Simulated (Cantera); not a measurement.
Feed: 1 mol Si3N4, 0.021 mol H2O, 180 mol N2, equilibrated at 0.0160 bar.

Method: chemical equilibrium by Gibbs-energy minimisation in Cantera with the NASA 1993 tables (ideal gas, pure condensed phases). Candidate condensed phases: H2O, Si, SiO2, Si2N2O, Si3N4; 35 gas species. The numbers say what is thermodynamically allowed, not how fast it happens.

**Question.** Which condensed phases are stable at each of these points (T (°C)): 1450, 1500, 1550, 1600, 1650, 1700, 1750, 1800, 1850?

**Answer.** 
| T (°C) | condensed phases | Si condensed (%) |
|---|---|---|
| 1450 | Si3N4(s) | 99.2 |
| 1500 | Si3N4(s) | 98.8 |
| 1550 | Si3N4(s) | 97.6 |
| 1600 | Si(l) | 95.3 |
| 1650 | Si(l) | 91.7 |
| 1700 | Si(l) | 85.4 |
| 1750 | Si(l) | 74.6 |
| 1800 | Si(l) | 56.4 |
| 1850 | Si(l) | 26.3 |

From 1450 °C to 1550 °C the condensed part is Si3N4(s). From 1600 °C to 1850 °C the condensed part is Si(l).
